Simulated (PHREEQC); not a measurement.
A PHREEQC speciation (ion-association model, wateq4f.dat) at 15 °C gives pH 2.04 and these molalities:

```csv
species,mol/kgw
HF,0.0801
H2F2,0.0239
H+,0.00996
F-,0.00777
HF2-,0.00219
```

Task: What are the element totals, and what could have been dissolved in 1 kg of water to give them?

Result: One answer among several that fit: totals F 0.140 mol/kgw, from 0.14 mol/kgw HF.

No solid was allowed to form. wateq4f.dat counts part of the HF as a dimer, H2F2, which phreeqc.dat doesn't know; its constant is uncertain.
